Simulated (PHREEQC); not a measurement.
A solution holds 3.7 mmol/kgw NH4HF2, 67 mmol/kgw H2SiF6 and 150 mmol/kgw H3BO3, at 25 °C. Closed to the air; pH follows from the charge balance.

The numbers come from PHREEQC with the ion-association model, phreeqc.dat.

Precipitation was switched off in this run.

Problem. Order these F species by the share of F that they hold, largest first: SiF6-2, BF4-, BF2(OH)2-, BF3OH-, HF.

Solution. SiF6-2 (52 %), BF4- (44 %), BF3OH- (2.3 %), HF (1.3 %), BF2(OH)2- (0.39 %)

Problem. Order these B species by the share of B that they hold, largest first: BF2(OH)2-, BF3OH-, H3BO3, BF4-.

Solution. H3BO3 (67 %), BF4- (30 %), BF3OH- (2.1 %), BF2(OH)2- (0.53 %)

The pH is 1.03 and the ionic strength 0.155 mol/kgw. Saturation is exceeded, for instance for SiO2(a), Quartz (slow to form); the values hold only as long as no solid forms. SiF6-2 is the database's only silicon fluoride. Real BF4- forms and hydrolyses slowly; the run takes it at equilibrium.
